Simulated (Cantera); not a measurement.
Input: 1 mol SiC, 0.16 mol CO₂, 15 mol N₂, 0.67 mol O₂, equilibrated at 3.00 Pa.

These are equilibrium values from Cantera (NASA tables, ideal gas, pure condensed phases), not measurements of a reactor. Candidate condensed phases: C, Si, SiC, SiO₂, Si₂N₂O, Si₃N₄; 34 gas species. Equilibrium is a limit: real reactors are often held back by kinetics, nucleation or transport.

Over these rows the condensed part is SiC(s). Partial pressures as log10 of bar:

| T (K) | 1000/T (1/K) | log p Si | log p N₂ | log p CO | log p SiO |
|---|---|---|---|---|---|
| 1523 | 0.6566 | -8.55 | -4.57 | -5.79 | -5.87 |
| 1573 | 0.6357 | -8.03 | -4.57 | -5.78 | -5.87 |
| 1623 | 0.6161 | -7.55 | -4.57 | -5.78 | -5.87 |
| 1673 | 0.5977 | ? | -4.57 | -5.78 | -5.88 |
| 1723 | 0.5804 | -6.68 | -4.57 | -5.76 | -5.91 |
| 1773 | 0.5640 | -6.32 | -4.58 | -5.73 | -5.97 |

Problem. Fit log p(Si) = a + b·(1000/T) to the five rows, give the apparent enthalpy, and predict the row at 1673 K.

Solution. Means: 1000/T = 0.6106, log p = -7.426. Sxy = -0.141615, Sxx = 0.0058599, so b = -24.17 and a = -7.426 − (-24.17)×0.6106 = 7.33.
Apparent enthalpy: −19.145 × (-24.17) = 463 kJ/mol. With the condensed phases at unit activity, 1/2 SiC(s) + 1/2 SiO(g) = Si(g) + 1/2 CO(g) links this pressure to the main gases: over the six rows their terms move log p by -0.08 in all, so the slope is close to that reaction's ΔH°. The five rows lie within 0.02 of the line.
Prediction at 1673 K: 7.33 + (-24.17)×0.5977 = -7.12. The computed value is -7.09, 0.03 from the line.
